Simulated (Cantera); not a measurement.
Charge: 1 mol Si3N4, 0.016 mol H2O, 740 mol H2, held at 460000 Pa.

Equilibrium computed with Cantera from the NASA thermochemical tables; the gas is ideal and each condensed phase is pure. Candidate condensed phases: H2O, Si, SiO2, Si2N2O, Si3N4; 35 gas species. Mutual solubility and eutectic melting of coexisting phases are not modelled. Gases not in the tables: Si2H6 and higher silanes. Equilibrium is a limit: real reactors are often held back by kinetics, nucleation or transport.

### Question
At 1725 K, list the 4 most abundant gas species with their mole fractions, and the condensed phases.

### Answer
H2 0.999, N2 0.000533, H 8.66e-5, SiO 2.07e-5. Condensed: Si(l) + Si2N2O(s) + Si3N4(s).
